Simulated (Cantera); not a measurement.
Feed: 1 mol CCl4, 1.3 mol HCl, 0.97 mol H2, equilibrated at 1.50 mbar.

These are equilibrium values from Cantera (NASA tables, ideal gas, pure condensed phases), not measurements of a reactor. Candidate condensed phases: C, C6H6, C7H8, C8H18; 91 gas species. Kinetics and transport are ignored.

**Question.** At 1725 °C, list the 4 most abundant gas species with their mole fractions, and the condensed phases.

**Answer.** HCl 0.603, Cl 0.393, H2 0.00224, H 0.00196. Condensed: C(graphite).
